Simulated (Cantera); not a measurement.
Low-pressure radical oxidation in H2/O2

A perfectly stirred reactor is fed with H2 : O2 = 0.13 : 1.4 (molar parts), equivalence ratio 0.046, at 10.00 Torr; it is held at 1200 K, and followed from long to short residence time.

Computed with Cantera and the H2/O2 subset of GRI-Mech 3.0, which has no nitrogen chemistry. Radical loss at walls, strong at low pressure, is not modelled. The temperature is held fixed by assumption; the heat of reaction is taken as removed at once.

| τ (s) | x H2 | x O2 | x OH | x H2O | x HO2 |
|---|---|---|---|---|---|
| 4.8 | 0.000109 | 0.910 | 0.000898 | 0.0881 | 1.36e-6 |
| 2.1 | 0.000183 | 0.909 | 0.00118 | 0.0877 | 1.86e-6 |
| 0.90 | 0.000309 | 0.907 | 0.00156 | 0.0872 | 2.47e-6 |
| 0.39 | 0.000511 | 0.904 | 0.00204 | 0.0864 | 3.13e-6 |
| 0.17 | 0.000833 | 0.900 | 0.00265 | 0.0850 | 3.78e-6 |
| 0.072 | 0.00136 | 0.893 | 0.00340 | 0.0827 | 4.38e-6 |
| 0.031 | 0.00215 | 0.885 | 0.00422 | 0.0793 | 4.83e-6 |
| 0.013 | 0.00341 | 0.875 | 0.00511 | 0.0747 | 5.12e-6 |
| 0.0058 | 0.00537 | 0.869 | 0.00596 | 0.0697 | 5.25e-6 |
| 0.0025 | 0.00914 | 0.867 | 0.00693 | 0.0634 | 5.29e-6 |
x: mole fraction; the columns are a selection and need not sum to one.
